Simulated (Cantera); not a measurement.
An isothermal, constant-pressure homogeneous reactor starts with 2.46 % CH₄, 3.02 % O₂, 94.5 % N₂, equivalence ratio 1.6, at 1600 K and 76000 Pa.

Model: GRI-Mech 3.0 (53 species, 325 reactions), integrated in Cantera. The temperature is held fixed by assumption; the heat of reaction is taken as removed at once.

x: mole fraction; the columns are a selection and need not sum to one.

| t (s) | x CH₄ | x O₂ | x HCO | x H | x OH | x C₂H₆ | x NO |
|---|---|---|---|---|---|---|---|
| 7.00e-5 | 0.0246 | 0.0302 | 4.95e-12 | 6.25e-8 | 4.02e-8 | (withheld) | <1e-12 |
| 0.000242 | 0.0245 | 0.0302 | 1.21e-10 | 8.97e-8 | 8.90e-8 | (withheld) | <1e-12 |
| 0.000834 | 0.0244 | 0.0302 | 4.76e-9 | 3.26e-7 | 3.33e-7 | (withheld) | 4.07e-12 |
| 0.00288 | 0.0192 | 0.0275 | 3.89e-7 | 1.36e-5 | 6.07e-6 | (withheld) | 9.10e-10 |
| 0.00993 | 7.88e-9 | 1.71e-6 | 1.35e-8 | 0.00109 | 5.87e-5 | <1e-12 | 1.05e-5 |
| 0.0343 | 5.37e-10 | 1.34e-7 | 4.19e-9 | 0.000311 | 1.65e-5 | <1e-12 | 1.21e-5 |
| 0.118 | 4.07e-10 | 9.99e-9 | 1.18e-9 | 8.51e-5 | 4.52e-6 | <1e-12 | 1.15e-5 |
| 0.408 | 5.05e-10 | 8.22e-10 | 3.42e-10 | 2.45e-5 | 1.30e-6 | <1e-12 | 9.38e-6 |
| 1.41 | 6.03e-10 | 1.68e-10 | 1.56e-10 | 1.12e-5 | 5.92e-7 | <1e-12 | 6.11e-6 |
| 4.86 | 5.58e-10 | 1.10e-10 | 1.27e-10 | 9.08e-6 | 4.82e-7 | <1e-12 | 3.65e-6 |
| 16.8 | 1.65e-10 | 1.07e-10 | 1.25e-10 | 8.93e-6 | 4.74e-7 | <1e-12 | 3.12e-6 |
| 57.9 | 9.92e-12 | 1.07e-10 | 1.26e-10 | 8.97e-6 | 4.76e-7 | <1e-12 | 1.89e-6 |
| 200 | 4.29e-12 | 1.08e-10 | 1.26e-10 | 8.99e-6 | 4.76e-7 | <1e-12 | 7.48e-7 |

Question: Complete the blanks.

Answer: 
- 7.00e-5, x C₂H₆: 7.13e-9
- 0.000242, x C₂H₆: 3.38e-7
- 0.000834, x C₂H₆: 1.48e-5
- 0.00288, x C₂H₆: 0.000430
